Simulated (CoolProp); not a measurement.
A single-stage vapour-compression cycle with c-C4F8 (RC318): evaporating at 308.15 K (dew point), condensing at 331.15 K (bubble point), superheat 10 K, subcooling 5 K, compressor efficiency 0.7, no pressure losses. Each further row changes one setting.

Values from CoolProp's reference Helmholtz-energy equation of state, Platzer 1990. This equation is an older, rougher fit; its heat capacities, sound speeds and derivatives of the liquid may be far off and weren't checked against measurements.

| case | cooling COP | pressure ratio | discharge temperature (K) | refrigerating effect (kJ/kg) | volumetric capacity (kJ/m³) |
|---|---|---|---|---|---|
| as stated | 8.44 | 1.88 | 335.7 | 87.2 | 3150 |
| evaporating temperature 313.15 K | [?] | 1.62 | [?] | 90.6 | [?] |
| condensing temperature 326.15 K | [?] | 1.65 | [?] | 93.1 | 3370 |
| subcooling 10 K | 9.01 | 1.88 | 335.7 | 93.1 | 3370 |
| superheat 20 K | [?] | 1.88 | 345.5 | 95.8 | [?] |
| compressor efficiency 0.6 | 7.23 | 1.88 | 337.5 | 87.2 | 3150 |

Some entries are withheld; supply them.


- evaporating temperature 313.15 K, cooling COP: 11.4
- evaporating temperature 313.15 K, discharge temperature (K): 336.8
- evaporating temperature 313.15 K, volumetric capacity (kJ/m³): 3780
- condensing temperature 326.15 K, cooling COP: 11.3
- condensing temperature 326.15 K, discharge temperature (K): 331.9
- superheat 20 K, cooling COP: 8.82
- superheat 20 K, volumetric capacity (kJ/m³): 3310
